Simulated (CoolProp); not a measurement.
A closed Brayton cycle with dry air: compressor inlet 323.15 K and 5.6 MPa, high pressure 18.2 MPa, turbine inlet 945 K, compressor efficiency 0.85, turbine efficiency 0.85, recuperator effectiveness 0.9 (on enthalpy, no pinch check). Each further row changes one setting.

Model: reference Helmholtz-energy equation of state, Lemmon 2000, in CoolProp. It is a pseudo-pure fit of the blend.

```csv
case,thermal efficiency (%),net work (kJ/kg),compressor to turbine work,compressor exit (K),turbine exit (K)
as stated,30.9,84.9,0.65,476.5,733.5
turbine inlet 895 K,27.9,71.9,0.69,476.5,(withheld)
compressor inlet 333.15 K,(withheld),(withheld),(withheld),490.9,733.5
high pressure 15.5 MPa,(withheld),(withheld),0.62,(withheld),759.1
recuperator effectiveness 0.5,22.1,84.9,0.65,476.5,733.5
```

### Question
Complete the blanks.

### Answer

- turbine inlet 895 K, turbine exit (K): 692.9
- compressor inlet 333.15 K, thermal efficiency (%): 29.2
- compressor inlet 333.15 K, net work (kJ/kg): 79.7
- compressor inlet 333.15 K, compressor to turbine work: 0.67
- high pressure 15.5 MPa, thermal efficiency (%): 32.2
- high pressure 15.5 MPa, net work (kJ/kg): 80.9
- high pressure 15.5 MPa, compressor exit (K): 452.6
